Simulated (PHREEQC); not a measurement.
A solution holds 2.3 mmol/kgw Cu(NO3)2, 77 mmol/kgw KCl and 3.3 mmol/kgw HBr, at 20 °C. Closed to the air; pH follows from the charge balance.

The numbers come from PHREEQC with the ion-association model, phreeqc.dat.

Precipitation was switched off in this run.

Task: Estimate the pH, specific conductance.

Result: pH 2.56; specific conductance 10100 µS/cm.

Task: In which forms is Cu present?

Result: Cu+2 94 %, CuCl+ 6.3 % of the Cu.
